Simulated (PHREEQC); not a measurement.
## Brine (model solution)

A solution holds 2.8 mol HCl and 0.054 mol BaCl2 per kg of water, at 20 °C. Closed to the air; pH follows from the charge balance.

The numbers come from PHREEQC with the Pitzer model, pitzer.dat.

This is a speciation only: nothing precipitates in the calculation.

Q: Estimate the pH, osmotic coefficient.

A: pH -0.91; osmotic coefficient 1.324.

Species that the database lacks are ignored. In brines, pH and single-ion activities rest on the MacInnes convention.
